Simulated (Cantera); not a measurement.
Feed: 1 mol CaO, 0.41 mol O₂, 9.5 mol N₂, held at 1223 K and 290000 Pa.

Method: chemical equilibrium by Gibbs-energy minimisation in Cantera with the NASA 1993 tables (ideal gas, pure condensed phases). Candidate condensed phases: Ca, CaO; 12 gas species. Equilibrium is a limit: real reactors are often held back by kinetics, nucleation or transport.

Q: What is the equilibrium state?

A: 
```json
{
 "x(N₂)": "0.959",
 "x(O₂)": "0.0413",
 "x(NO)": "0.000114",
 "x(NO₂)": "1.31e-6",
 "n(CaO(s))": "1.00 mol",
 "gas_amount": "9.910 mol",
 "log10 activity of Ca(l) (absent)": "-21.15"
}
```
